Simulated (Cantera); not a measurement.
What does this Cantera script print?

```python
import numpy as np
import cantera as ct

gas_names = """
    H H2 N NH NH2 NH3 N2 N2H2 N2H4 Si SiH SiH2 SiH3 SiH4 SiN Si2 Si2N Si3
""".split()
cond_names = """
    Si(cr) Si(L) Si3N4(a)
""".split()


def load(file, names, dense=False):
    # The tables refer to 1 bar. Condensed volumes are neglected.
    table = {s.name: s for s in ct.Species.list_from_file(file)}
    out = []
    for n in names:
        d = dict(table[n].input_data)
        d["thermo"] = dict(d["thermo"], **{"reference-pressure": 1e5})
        if dense:
            d["equation-of-state"] = {"model": "constant-volume", "density": "1e6 g/cm^3"}
        out.append(ct.Species.from_dict(d))
    return out


gas = ct.Solution(thermo="ideal-gas", species=load("nasa_gas.yaml", gas_names))
cond = {s.name: ct.Solution(thermo="fixed-stoichiometry", species=[s], name=s.name)
        for s in load("nasa_condensed.yaml", cond_names, dense=True)}
atoms = {
    'Si3N4': {'Si': 3, 'N': 4},
    'Si': {'Si': 1},
    'H2': {'H': 2},
}
top_T = {'Si3N4(a)': 2400}  # K; cautious upper limits of use, not melting points


def equilibrate(T, P, feed):
    n = {}
    for name, mol in feed.items():
        for a, k in atoms[name].items():
            n[a] = n.get(a, 0.0) + k * mol
    gas.TPX = T, P, n
    mass = sum(n.values()) * gas.mean_molecular_weight
    gas.equilibrate("TP")
    valid = [c for c in cond.values() if c.min_temp <= T <= top_T.get(c.name, c.max_temp)]
    mix = ct.Mixture([(gas, mass / gas.mean_molecular_weight)] + [(c, 0.0) for c in valid])
    mix.T, mix.P = T, P
    mix.equilibrate("TP", solver="vcs", rtol=1e-11, max_steps=5000)
    return mix


results = []
feed = {'Si3N4': 1, 'Si': 0.057, 'H2': 7}  # mol
T = 2075  # K
P = 2  # Pa
mix = equilibrate(T, P, feed)
results.append((T, P, feed, dict(zip(mix.species_names, mix.species_moles))))
print(gas.report(threshold=0.001))
for i in range(1, mix.n_phases):
    print(f"{mix.phase(i).name:16s} {mix.phase_moles(i):12.5e} mol")
```

Output:

```
       temperature   2075 K
          pressure   2 Pa
           density   1.2492e-06 kg/m^3
  mean mol. weight   10.776 kg/kmol
   phase of matter   gas

                          1 kg             1 kmol
                     ---------------   ---------------
          enthalpy         1.986e+07        2.1402e+08  J
   internal energy        1.8259e+07        1.9676e+08  J
           entropy             27111        2.9216e+05  J/K
    Gibbs function       -3.6396e+07       -3.9222e+08  J
 heat capacity c_p            2549.6             27475  J/K
 heat capacity c_v            1778.1             19161  J/K

                      mass frac. Y      mole frac. X     chem. pot. / RT
                     ---------------   ---------------   ---------------
                 H          0.031318           0.33481           -15.785
                H2          0.059117             0.316            -31.57
                N2           0.35906           0.13812           -39.865
                Si           0.54879           0.21057           -9.2808
     [  +14 minor]          0.001716        0.00049425

Si(L)             0.00000e+00 mol
Si3N4(a)          0.00000e+00 mol
```

These are equilibrium values from Cantera (NASA tables, ideal gas, pure condensed phases), not measurements of a reactor. The tables' values for SiN are old estimates; treat these amounts as uncertain.
